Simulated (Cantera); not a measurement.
A closed system holds: 1 mol C2H6, 0.44 mol H2O, 8.5 mol N2, held at 2550 Torr.

Points: T (K) = 773, 973, 1173, 1373, 1573, 1773, 1973, 2173, 2373, 2573, 2773, 2973.

Cantera's Mixture.equilibrate('TP', solver="vcs", rtol=1e-11, max_steps=5000) on the NASA tables stopped like this:

```
ERROR: FAILURE its = 5001!

*******************************************************************************
CanteraError thrown by MultiPhase::equilibrate:
VCS solver failed. Return code: -1
*******************************************************************************
```

Q: What got this run through?

A: One answer among several that fit: The failure is numerical, not chemical. The same input converged with solver="gibbs", rtol=1e-10, max_steps=50000, and the result passed a check of the equilibrium conditions:
```
log10 of partial pressures in bar; condensed amounts in mol
       T/K        N2        H2       CH4       HCN        CO     C(gr)
       773     0.417    -0.433    -0.540    -7.341    -2.204     1.011
       973     0.383    -0.106    -1.104    -5.339    -1.117     1.434
      1173     0.371    -0.039    -1.789    -4.095    -0.932     1.516
      1373     0.369    -0.029    -2.355    -3.231    -0.919     1.544
      1573     0.368    -0.027    -2.790    -2.592    -0.918     1.545
      1773     0.367    -0.027    -3.129    -2.100    -0.918     1.526
      1973     0.366    -0.030    -3.401    -1.710    -0.918     1.479
      2173     0.364    -0.037    -3.629    -1.396    -0.918     1.387
      2373     0.360    -0.050    -3.830    -1.141    -0.919     1.228
      2573     0.354    -0.073    -4.019    -0.932    -0.920    0.9828
      2773     0.345    -0.109    -4.211    -0.765    -0.922    0.6382
      2973     0.332    -0.162    -4.420    -0.634    -0.926    0.1898
```

The gas is ideal and each condensed phase is pure.
